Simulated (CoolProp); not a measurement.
The fluid at 552.35 K and 0.567 MPa expands adiabatically to 0.0456 MPa with isentropic efficiency 0.85. The same conditions are run with several fluids, on thermodynamics alone (safety and materials aside).

Values from CoolProp's reference Helmholtz-energy equation of state of each fluid (m-xylene: Zhou 2012; water: Wagner 2002; normal hydrogen: Leachman 2009; methanol: de Reuck 1993; n-octane: Beckmüller 2019).

```csv
fluid,work (kJ/kg),final temperature (K),final phase,final density (kg/m³)
m-xylene,84.6,503.8,gas,[?]
water,[?],352.2,[?],0.287
normal hydrogen,[?],[?],gas,[?]
methanol,255,408.1,gas,0.433
n-octane,79.7,[?],gas,1.22
```

Question: Some entries are withheld; supply them.

Answer: 
- m-xylene, final density (kg/m³): 1.17
- water, work (kJ/kg): 411
- water, final phase: two-phase, vapour fraction 0.986
- normal hydrogen, work (kJ/kg): 3490
- normal hydrogen, final temperature (K): 311.8
- normal hydrogen, final density (kg/m³): 0.0354
- n-octane, final temperature (K): 517.2
